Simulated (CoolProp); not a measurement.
A Linde-Hampson liquefier for ethylene: isothermal reversible compression at 300 K from 1 atm to 5 MPa, throttling to 1 atm, return gas leaving the recuperator 10 K below the feed. Each further row changes one setting.

Values from CoolProp's reference Helmholtz-energy equation of state, Smukala 2000.

```
case                        liquid yield per pass  compression work (kJ/kg of gas)
--------------------------  ---------------------  -------------------------------
as stated                                       ?                              320
high pressure 10 MPa                            ?                              346
warm-end temperature 330 K                  0.086                                ?
warm-end gap 15 K                               ?                              320
```

Task: Fill in the missing entries.

Result: 
- as stated, liquid yield per pass: 0.142
- high pressure 10 MPa, liquid yield per pass: 0.420
- warm-end temperature 330 K, compression work (kJ/kg of gas): 361
- warm-end gap 15 K, liquid yield per pass: 0.132
